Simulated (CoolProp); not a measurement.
R22 along the isotherm 4.05 °C: fugacity coefficient from the reference equation and from simpler models built on Tc = 96.1 °C, pc = 4.990 MPa, ω = 0.221; each cubic takes its own stable root.

The numbers come from the reference Helmholtz-energy equation of state, Kamei 1995 in CoolProp.

```
p (MPa)   phase  reference
-------  ------  ---------
0.25        gas     0.9543
0.499       gas     0.9086
0.749    liquid     0.6820
0.998    liquid     0.5156
1.25     liquid     0.4147
1.5      liquid     0.3482
1.75     liquid     0.3006
2        liquid     0.2650
2.25     liquid     0.2373
2.5      liquid     0.2151
```

Problem. How far does each simpler model (van der Waals, Redlich-Kwong, Soave-Redlich-Kwong, Peng-Robinson) lie from the reference over these 10 states: mean and median of the absolute difference, and the worst?

Solution. 
- van der Waals: mean 86.2 %, median 116.4 %, worst +131.4 % at 4.05 °C and 2.5 MPa
- Redlich-Kwong: mean 26.4 %, median 32.9 %, worst +33.6 % at 4.05 °C and 2.5 MPa
- Soave-Redlich-Kwong: mean 1.8 %, median 2.0 %, worst +2.4 % at 4.05 °C and 2.5 MPa
- Peng-Robinson: mean 0.3 %, median 0.2 %, worst +0.6 % at 4.05 °C and 0.499 MPa

At some of these states van der Waals, Redlich-Kwong gives the other phase, because its saturation line lies elsewhere.
